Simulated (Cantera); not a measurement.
Charge: 1 mol (CH₃)₂SiCl₂, 0.15 mol CH₄, 3 mol H₂, at 0.980 bar.

Equilibrium computed with Cantera from the NASA thermochemical tables; the gas is ideal and each condensed phase is pure. Candidate condensed phases: C, C₆H₆, C₇H₈, C₈H₁₈, Si, SiC; 109 gas species. The feed counts by its element totals alone. Gases not in the tables: Si₂H₆ and higher silanes. Rates play no part.

Over these rows the condensed part is C(graphite) + SiC(s). Partial pressures as log10 of bar:

```json
[
 {"T (K)": "1673", "1000/T (1/K)": "0.5977", "log p SiHCl₃": "-3.46", "log p H₂": "-0.14", "log p HCl": "-0.60", "log p SiCl₂": "-2.37"},
 {"T (K)": "1823", "1000/T (1/K)": "0.5485", "log p SiHCl₃": "-3.82", "log p H₂": "-0.14", "log p HCl": "-0.60", "log p SiCl₂": "-2.16"},
 {"T (K)": "1973", "1000/T (1/K)": "0.5068", "log p SiHCl₃": "-4.15", "log p H₂": "-0.14", "log p HCl": "-0.61", "log p SiCl₂": "-1.99"},
 {"T (K)": "2123", "1000/T (1/K)": "0.4710", "log p SiHCl₃": "-4.44", "log p H₂": "-0.14", "log p HCl": "-0.62", "log p SiCl₂": "-1.86"},
 {"T (K)": "2273", "1000/T (1/K)": "0.4399", "log p SiHCl₃": "-4.71", "log p H₂": "-0.14", "log p HCl": "-0.64", "log p SiCl₂": "-1.76"},
 {"T (K)": "2423", "1000/T (1/K)": "0.4127", "log p SiHCl₃": "?", "log p H₂": "-0.15", "log p HCl": "-0.66", "log p SiCl₂": "-1.68"}
]
```

Q: Fit log p(SiHCl₃) = a + b·(1000/T) to the five rows, give the apparent enthalpy, and predict the row at 2423 K.

A: Means: 1000/T = 0.5128, log p = -4.116. Sxy = 0.123311, Sxx = 0.0155801, so b = 7.91 and a = -4.116 − (7.91)×0.5128 = -8.17.
Apparent enthalpy: −19.145 × (7.91) = -151 kJ/mol. With the condensed phases at unit activity, SiC(s) + 3 HCl(g) = SiHCl₃(g) + C(graphite) + H₂(g) links this pressure to the main gases: over the six rows their terms move log p by -0.17 in all, so the slope isn't that reaction's ΔH° alone. The five rows lie within 0.02 of the line.
Prediction at 2423 K: -8.17 + (7.91)×0.4127 = -4.91. The computed value is -4.95, 0.04 from the line.
